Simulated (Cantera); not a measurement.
A perfectly stirred reactor is fed with CH3OH : O2 : N2 = 0.0048 : 0.01 : 1 (molar parts), equivalence ratio 0.72, at 0.970 bar; it is held at 1500 K, and followed from long to short residence time.

Cantera simulation using GRI-Mech 3.0 (53 species, 325 reactions); the numbers are that mechanism's predictions, not measurements. GRI-Mech 3.0 was tuned for natural gas; its chemistry of methanol as a main component is partial and can be far from experiment.

What does this change do: CH3OH 0.0048 to 0.0037 parts?


| quantity | before | after |
|---|---|---|
| x(CH3OH) at τ = 4.70 s | 1.62e-7 | 1.47e-7 |
| x(O2) at τ = 4.70 s | 0.00275 | 0.00438 |
| x(CO) at τ = 4.70 s | 2.42e-5 | 1.43e-5 |
| x(H2O) at τ = 4.70 s | 0.00940 | 0.00726 |
| x(NO) at τ = 4.70 s | 4.40e-6 | 3.59e-6 |
| x(CH3OH) at τ = 44.0 ms | 1.89e-6 | 1.90e-6 |
| x(O2) at τ = 44.0 ms | 0.00299 | 0.00449 |
| x(CO) at τ = 44.0 ms | 0.000411 | 0.000274 |
| x(H2O) at τ = 44.0 ms | 0.00905 | 0.00705 |
| x(NO) at τ = 44.0 ms | 2.90e-6 | 1.99e-6 |

What does this change do: N2 1 to 2 parts?


```csv
quantity,before,after
x(CH3OH) at τ = 4.70 s,1.62e-7,1.13e-7
x(O2) at τ = 4.70 s,0.00275,0.00139
x(CO) at τ = 4.70 s,2.42e-5,2.02e-5
x(H2O) at τ = 4.70 s,0.00940,0.00473
x(NO) at τ = 4.70 s,4.40e-6,3.81e-6
x(CH3OH) at τ = 44.0 ms,1.89e-6,1.16e-6
x(O2) at τ = 44.0 ms,0.00299,0.00157
x(CO) at τ = 44.0 ms,0.000411,0.000308
x(H2O) at τ = 44.0 ms,0.00905,0.00446
x(NO) at τ = 44.0 ms,2.90e-6,2.49e-6
```
